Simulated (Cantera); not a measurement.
Feed: 1 mol toluene, 0.033 mol O₂, 0.96 mol N₂, held at 0.133 bar.

These are equilibrium values from Cantera (NASA tables, ideal gas, pure condensed phases), not measurements of a reactor. Candidate condensed phases: C, C₆H₆, C₇H₈, C₈H₁₈, H₂O; 136 gas species. Equilibrium is a limit: real reactors are often held back by kinetics, nucleation or transport.

Problem. At 2625 °C, list the 4 most abundant gas species with their mole fractions, and the condensed phases.

Solution. H₂ 0.535, H 0.229, N₂ 0.141, HCN 0.0458. Condensed: C(graphite).
